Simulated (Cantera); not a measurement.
A Cantera script and its output.

```python
import numpy as np
import cantera as ct

gas = ct.Solution("gri30.yaml")
gas.TPX = 1475, 140000, {'CH4': 1, 'CO2': 0.65, 'H2': 0.094}
reactor = ct.IdealGasConstPressureReactor(gas, energy="off", clone=False)
net = ct.ReactorNet([reactor])
net.rtol, net.atol = 1e-08, 1e-18
show = ['CH4', 'CO2', 'H2', 'CH3', 'C2H', 'CH2O']
times = np.geomspace(1e-05, 300, 13)

steps = ct.SolutionArray(gas, extra=["t"])
rows = []
print(f"{'t/s':>10s}{'T/K':>9s}{'P/Pa':>11s}" + "".join(f"{s:>11s}" for s in show))
for t in times:
    while net.time < t:
        t_next = net.step()
        steps.append(gas.state, t=t_next)
    rows.append([np.interp(t, steps.t, y) for y in (steps.T, steps.P, *steps(*show).X.T)])
    print(f"{t:10.3e}{rows[-1][0]:9.1f}{rows[-1][1]:11.4g}" + "".join(f"{x:11.3e}" for x in rows[-1][2:]))
rate = np.gradient(steps.T, steps.t)
print("integrator steps:", len(steps.t))
if steps.T.max() > steps.T[0] + 200:
    print(f"time of steepest temperature rise: {steps.t[rate.argmax()]:.4e} s")
gas.TPX = 1475, 140000, {'CH4': 1, 'CO2': 0.65, 'H2': 0.094}
gas.equilibrate("TP")
print(f"equilibrium (TP): T = {gas.T:.1f} K  " + "  ".join(f"{s} {gas[s].X[0]:.3e}" for s in show))
```

It prints:

```
       t/s      T/K       P/Pa        CH4        CO2         H2        CH3        C2H       CH2O
 1.000e-05   1475.0    1.4e+05  5.734e-01  3.727e-01  5.390e-02  5.177e-06  9.239e-24  7.897e-12
 4.198e-05   1475.0    1.4e+05  5.734e-01  3.727e-01  5.391e-02  2.130e-05  1.268e-20  4.853e-10
 1.763e-04   1475.0    1.4e+05  5.733e-01  3.727e-01  5.394e-02  6.597e-05  1.428e-17  2.326e-08
 7.401e-04   1475.0    1.4e+05  5.729e-01  3.727e-01  5.410e-02  9.162e-05  2.168e-15  2.700e-07
 3.107e-03   1475.0    1.4e+05  5.713e-01  3.724e-01  5.492e-02  1.258e-04  1.744e-13  1.212e-06
 1.305e-02   1475.0    1.4e+05  5.628e-01  3.704e-01  6.052e-02  1.591e-04  1.268e-11  2.054e-06
 5.477e-02   1475.0    1.4e+05  5.240e-01  3.577e-01  9.019e-02  1.453e-04  2.250e-10  1.779e-06
 2.300e-01   1475.0    1.4e+05  4.057e-01  3.026e-01  1.721e-01  1.079e-04  1.033e-09  1.124e-06
 9.655e-01   1475.0    1.4e+05  2.003e-01  1.461e-01  2.527e-01  6.304e-05  2.668e-09  6.436e-07
 4.054e+00   1475.0    1.4e+05  9.788e-02  5.301e-02  3.117e-01  3.886e-05  3.568e-09  3.242e-07
 1.702e+01   1475.0    1.4e+05  9.751e-02  3.379e-02  3.760e-01  3.530e-05  2.007e-09  1.785e-07
 7.145e+01   1475.0    1.4e+05  8.639e-02  1.310e-02  4.460e-01  2.876e-05  9.008e-10  1.293e-07
 3.000e+02   1475.0    1.4e+05  7.316e-02  2.019e-03  4.895e-01  2.328e-05  4.749e-10  1.260e-07
integrator steps: 1644
equilibrium (TP): T = 1475.0 K  CH4 6.992e-02  CO2 2.780e-06  H2 4.982e-01  CH3 2.206e-05  C2H 4.089e-10  CH2O 1.270e-07
```

Computed with Cantera and GRI-Mech 3.0 (53 species, 325 reactions).
